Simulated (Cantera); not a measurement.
**Adiabatic ignition**

An adiabatic, constant-pressure homogeneous reactor starts with 6.58 % CH4, 19.7 % O2, 73.7 % N2, equivalence ratio 0.67, at 1600 K and 40000 Pa.

Model: GRI-Mech 3.0 (53 species, 325 reactions), integrated in Cantera.

```csv
t (s),T (K),x CH4,x O2,x CH3,x CO2,x OH
1.00e-6,1600,0.0658,0.197,1.38e-7,<1e-12,9.21e-9
3.71e-6,1600,0.0658,0.197,6.50e-7,<1e-12,4.10e-8
1.38e-5,1600,0.0658,0.197,2.94e-6,1.73e-11,6.43e-8
5.12e-5,1600,0.0658,0.197,1.30e-5,5.75e-10,1.34e-7
0.000190,1600,0.0657,0.197,7.54e-5,4.36e-8,5.80e-7
0.000707,1612,0.0616,0.194,0.00112,3.51e-5,2.14e-5
0.00263,2570,<1e-12,0.0665,<1e-12,0.0464,0.0191
0.00976,2581,<1e-12,0.0634,<1e-12,0.0475,0.0182
0.0362,2576,<1e-12,0.0610,<1e-12,0.0476,0.0178
0.135,2575,<1e-12,0.0609,<1e-12,0.0476,0.0178
0.500,2575,<1e-12,0.0609,<1e-12,0.0476,0.0178
```
x: mole fraction; the columns are a selection and need not sum to one.

time of steepest temperature rise: 0.934 ms
temperature at 0.500 s: 2575 K
equilibrium temperature: 2575 K
x(CH4) at 0.500 s: <1e-12 (gas-phase equilibrium <1e-12)
x(O2) at 0.500 s: 0.0609 (gas-phase equilibrium 0.0609)
x(CH3) at 0.500 s: <1e-12 (gas-phase equilibrium <1e-12)
